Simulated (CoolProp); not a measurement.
Properties of water along the isotherm 994.7 K.

The numbers come from the reference Helmholtz-energy equation of state, Wagner 2002 in CoolProp.

| p (MPa) | phase | Z | isothermal compressibility (1/MPa) | viscosity (µPa s) | conductivity (mW/(m K)) | fugacity coefficient |
|---|---|---|---|---|---|---|
| 3.31 | gas | 0.9913 | 0.3048 | 37.6 | 97.5 | 0.9914 |
| 6.62 | gas | 0.9826 | 0.1538 | 37.7 | 100 | 0.9828 |
| 9.93 | gas | 0.9738 | 0.1034 | 37.9 | 103 | 0.9742 |
| 13.2 | gas | 0.9651 | 0.07852 | 38.2 | 106 | 0.9658 |
| 16.5 | gas | 0.9563 | 0.06339 | 38.4 | 109 | 0.9574 |
| 19.9 | gas | 0.9473 | 0.05304 | 38.7 | 112 | 0.9489 |
| 23.2 | supercritical | 0.9386 | 0.04589 | 38.9 | 115 | 0.9406 |
| 26.5 | supercritical | 0.9300 | [?] | 39.3 | [?] | 0.9324 |
| 29.8 | supercritical | [?] | 0.03632 | 39.6 | 123 | 0.9243 |
| 33.1 | supercritical | 0.9132 | 0.03294 | 39.9 | 127 | 0.9164 |

Task: What belongs in the gaps?

Result: 
- 26.5, isothermal compressibility (1/MPa): 0.04052
- 26.5, conductivity (mW/(m K)): 119
- 29.8, Z: 0.9215

Viscosity comes from a separate model (Huber 2009). Thermal conductivity comes from a separate model (Huber 2012).
